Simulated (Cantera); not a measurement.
An isothermal, constant-pressure homogeneous reactor starts with H₂ : O₂ = 0.07 : 1 (molar parts), equivalence ratio 0.035, at 1100 K and 0.0132 atm.

Cantera simulation using the H2/O2 subset of GRI-Mech 3.0, which has no nitrogen chemistry; the numbers are that mechanism's predictions, not measurements. Radical loss at walls, strong at low pressure, is not modelled. The temperature is held fixed by assumption; the heat of reaction is taken as removed at once.

x: mole fraction; the columns are a selection and need not sum to one.

```csv
t (s),x H₂,x O₂,x HO₂,x H,x H₂O,x OH
0.000700,0.0654,0.935,5.27e-9,2.38e-8,5.43e-8,1.97e-8
0.00354,___,0.905,___,___,___,___
0.0179,0.000801,0.911,5.31e-6,0.00545,0.0620,0.00226
0.0906,9.41e-5,0.930,2.54e-6,0.000208,0.0670,0.000764
0.458,4.30e-6,0.932,3.73e-7,2.15e-6,0.0675,0.000167
2.32,2.91e-7,0.932,3.91e-8,4.05e-8,0.0676,4.45e-5
11.7,3.32e-8,0.932,5.71e-9,1.64e-9,0.0676,1.53e-5
59.3,5.17e-9,0.932,2.17e-9,1.03e-10,0.0676,6.07e-6
300,___,0.932,___,1.08e-11,0.0676,___
```

Task: Complete the blanks.

Result: 
- 0.00354, x H₂: 0.0186
- 0.00354, x HO₂: 5.92e-6
- 0.00354, x H: 0.0157
- 0.00354, x H₂O: 0.0363
- 0.00354, x OH: 0.00550
- 300, x H₂: 1.14e-9
- 300, x HO₂: 2.95e-9
- 300, x OH: 2.86e-6
